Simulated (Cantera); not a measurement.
A jet of 5.89 % CH4, 12.4 % O2, 81.7 % N2, equivalence ratio 0.95 at 300 K and 0.320 bar hits a platinum plate 2.6 cm away at a mass flux of 0.086 kg/m²/s; the plate temperature is set and raised in steps from an oxygen-covered start.

Detailed kinetics in Cantera: Deutschmann's 1995 Pt surface mechanism with GRI-Mech 3.0 gas chemistry. Catalytic surfaces can have several steady states; this one follows from the mechanism file's or the stated starting coverage.

One state of this run: wall x CH4 = 0.0124; wall x O2 = 0.0250; wall x H2O = 0.0867; wall x OH = 2.04e-7; wall x CO = 9.23e-6; wall x CO2 = 0.0573; θ free Pt = 0.356; θ O* = 0.640; θ OH* = 0.00359. x: mole fraction at the wall; θ: surface coverage.

### Question
Which value of plate T (K) does it belong to?
A) 1000
B) 1050
C) 900
D) 950

### Answer
A, 1000
